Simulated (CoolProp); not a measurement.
Fluoroethane (R161) along the isobar 4.61 MPa: density (kg/m³) from the reference equation and from simpler models built on Tc = 102.1 °C, pc = 5.010 MPa, ω = 0.216; each cubic takes its own stable root.

Computed with CoolProp (reference Helmholtz-energy equation of state, Wu 2012).

| T (°C) | phase | reference |
|---|---|---|
| 69.55 | liquid | 612.2 |
| 76.65 | liquid | 587.2 |
| 83.85 | liquid | 556.8 |
| 90.95 | liquid | 516.6 |
| 105.25 | gas | 129.2 |
| 112.45 | gas | 114.4 |
| 119.65 | gas | 104.9 |
| 126.75 | gas | 97.99 |
| 133.95 | gas | 92.49 |
| 141.05 | gas | 88.02 |
| 148.25 | gas | 84.17 |
| 155.35 | gas | 80.87 |
| 162.55 | gas | 77.92 |
| 169.65 | gas | 75.32 |
| 176.85 | gas | 72.94 |

Q: How far does each simpler model (van der Waals, Redlich-Kwong) lie from the reference over these 15 states: mean and median of the absolute difference, and the worst?

A: 
- van der Waals: mean 13.1 %, median 1.7 %, worst -43.8 % at 90.95 °C and 4.61 MPa
- Redlich-Kwong: mean 7.5 %, median 1.1 %, worst -27.9 % at 90.95 °C and 4.61 MPa
